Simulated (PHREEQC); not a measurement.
A solution holds 0.0013 mol CuCl2 and 0.00013 mol HBr per kg of water, at 20 °C. Closed to the air; pH follows from the charge balance.

All values are PHREEQC results (ion-association model, phreeqc.dat), not measurements.

The ionic strength comes out as 0.00402 mol/kgw. What activity coefficients do H+, Br-, Cu+2, CuCl+, Cl- get?

H+ 0.94, Br- 0.93, Cu+2 0.77, CuCl+ 0.93, Cl- 0.93.

No solid was allowed to form.
